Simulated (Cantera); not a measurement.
Input (Python, Cantera) and output of one run.

```python
import numpy as np
import cantera as ct

gas_names = """
    CL CL2 H HCL H2 N NH NH2 NH3 N2 N2H2 N2H4 Si SiCL SiCL2 SiCL3 SiCL4 SiH SiHCL3 SiH2 SiH2CL2 SiH3
    SiH3CL SiH4 SiN Si2 Si2N Si3
""".split()
cond_names = """
    NH4CL(a) NH4CL(b) Si(cr) Si(L) Si3N4(a)
""".split()


# ... load() reads the species with a 1 bar reference pressure and builds the phases ...
atoms = {
    'SiCl4': {'Si': 1, 'CL': 4},
    'N2': {'N': 2},
    'H2': {'H': 2},
}
top_T = {'Si3N4(a)': 2400}  # K; cautious upper limits of use, not melting points


# ... equilibrate(T, P, feed) seeds the gas with the atoms and calls Mixture.equilibrate('TP', solver="vcs", rtol=1e-11, max_steps=5000) ...
results = []
feed = {'SiCl4': 1, 'N2': 6.5, 'H2': 1.1}  # mol
T = 1025  # K
P = 3600  # Pa
mix = equilibrate(T, P, feed)
results.append((T, P, feed, dict(zip(mix.species_names, mix.species_moles))))
print(gas.report(threshold=1e-06))
for i in range(1, mix.n_phases):
    print(f"{mix.phase(i).name:16s} {mix.phase_moles(i):12.5e} mol")
```

Result:

```
       temperature   1025 K
          pressure   3600 Pa
           density   0.016281 kg/m^3
  mean mol. weight   38.543 kg/kmol
   phase of matter   gas

                          1 kg             1 kmol
                     ---------------   ---------------
          enthalpy        -9.666e+05       -3.7256e+07  J
   internal energy       -1.1877e+06       -4.5778e+07  J
           entropy            7173.1        2.7647e+05  J/K
    Gibbs function       -8.3191e+06       -3.2064e+08  J
 heat capacity c_p            978.76             37725  J/K
 heat capacity c_v            763.05             29410  J/K

                      mass frac. Y      mole frac. X     chem. pot. / RT
                     ---------------   ---------------   ---------------
               HCL           0.16537           0.17482            -40.24
                H2          0.002017          0.038561           -24.147
                N2           0.52017           0.71568           -28.585
             SiCL2        5.5603e-06        2.1651e-06           -73.438
             SiCL3         0.0002987        8.5638e-05            -101.6
             SiCL4           0.31167           0.07071           -129.77
            SiHCL3        0.00047107        0.00013405           -113.68
     [  +21 minor]        1.4187e-07        1.6577e-07

Si(cr)            0.00000e+00 mol
Si3N4(a)          1.26982e-01 mol
```

These are equilibrium values from Cantera (NASA tables, ideal gas, pure condensed phases), not measurements of a reactor. N2 is the only nitrogen source here; it is nearly inert below about 1500 K, so the nitride shown seldom forms there in practice. The tables' values for SiCl3 are old estimates; treat these amounts as uncertain.
